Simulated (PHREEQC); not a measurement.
Solution (87 °C): 0.0075 mol/kgw NaHCO3, 0.063 mol/kgw KOH and 0.00063 mol/kgw NaCl. Closed to the air; pH follows from the charge balance.

All values are PHREEQC results (ion-association model, phreeqc.dat), not measurements.

Problem. The ionic strength comes out as 0.0733 mol/kgw. What activity coefficients do Na+, NaCO3-, K+, Cl-, CO3-2 get?

Solution. Na+ 0.78, NaCO3- 0.77, K+ 0.76, Cl- 0.76, CO3-2 0.38.

This is a speciation only: nothing precipitates in the calculation. At this temperature some constants are extrapolated from 25 °C, and those without enthalpy data are left unchanged.
